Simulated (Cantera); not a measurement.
A perfectly stirred reactor is fed with NO : N2 = 1 : 0.95 (molar parts), at 705 Torr; it is held at 1675 K, and followed from long to short residence time.

Cantera simulation using GRI-Mech 3.0 (53 species, 325 reactions); the numbers are that mechanism's predictions, not measurements.

Task: What does this change do: temperature 1675 to 2200 K?

Result: 
| quantity | before | after |
|---|---|---|
| x(NO) at τ = 0.360 s | 0.501 | 0.136 |
| x(NO2) at τ = 0.360 s | 0.000343 | 0.000159 |
| x(N2O) at τ = 0.360 s | 9.49e-5 | 8.79e-6 |
| x(N2) at τ = 0.360 s | 0.493 | 0.675 |
| x(O) at τ = 0.360 s | 3.70e-6 | 0.00123 |
| x(NO) at τ = 9.80 ms | 0.512 | 0.480 |
| x(NO2) at τ = 9.80 ms | 0.000142 | 0.000204 |
| x(N2O) at τ = 9.80 ms | 6.33e-5 | 0.000115 |
| x(N2) at τ = 9.80 ms | 0.487 | 0.503 |
| x(O) at τ = 9.80 ms | 1.69e-6 | 0.000476 |
